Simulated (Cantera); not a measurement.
A freely propagating, adiabatic, planar premixed flame of H2 : O2 : N2 = 1 : 0.98 : 3.69 (molar parts), equivalence ratio 0.51, unburnt at 325 K and 5.70 bar; mixture-averaged transport, grid criteria slope 0.08 and curve 0.16, no radiation.

Cantera simulation using the H2/O2 subset of GRI-Mech 3.0, which has no nitrogen chemistry; the numbers are that mechanism's predictions, not measurements. The hydrogen kinetics of GRI-Mech 3.0 are dated; newer H2 mechanisms differ, most at raised pressure. Burning velocities carry a grid error of a few per cent, more on coarse grids. Lean hydrogen flames are cellular in practice and burn faster than this planar one.

Problem. Predict: laminar burning velocity; thermal thickness; peak x(H); peak x(OH); peak x(O).

Solution. 
```json
{
 "laminar_burning_velocity": "16.1 cm/s",
 "thermal_thickness": "0.156 mm",
 "peak x(H)": "0.000310",
 "peak x(OH)": "0.00160",
 "peak x(O)": "0.000560"
}
```
